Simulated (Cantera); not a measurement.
Feed: 1 mol Nb, 0.015 mol H₂O, held at 827 °C and 0.140 bar.

These are equilibrium values from Cantera (NASA tables, ideal gas, pure condensed phases), not measurements of a reactor. Candidate condensed phases: H₂O, Nb, NbO, NbO₂, Nb₂O₅; 12 gas species. Mutual solubility and eutectic melting of coexisting phases are not modelled. NbO: taken at fixed stoichiometry. Condensed phases not in the tables: N, O or C dissolved in the metal. Equilibrium is a limit: real reactors are often held back by kinetics, nucleation or transport.

Base state: H₂ 1.000 (mole fractions); condensed: Nb(s) + NbO(s).

**Question.** What changes in the equilibrium state with this change: temperature from 827 °C to 2027 °C?

**Answer.** 
```csv
species,before,after
H₂,1.000,0.970
H,6.91e-8,0.0255
H₂O,4.91e-7,0.00414
NbO₂,<1e-9,0.000283
NbO,<1e-9,9.33e-5
OH,<1e-9,1.75e-5
"Nb(s), mol",0.985,0.985
"NbO(s), mol",0.0150,0
"NbO(l), mol",0,0.0149
```
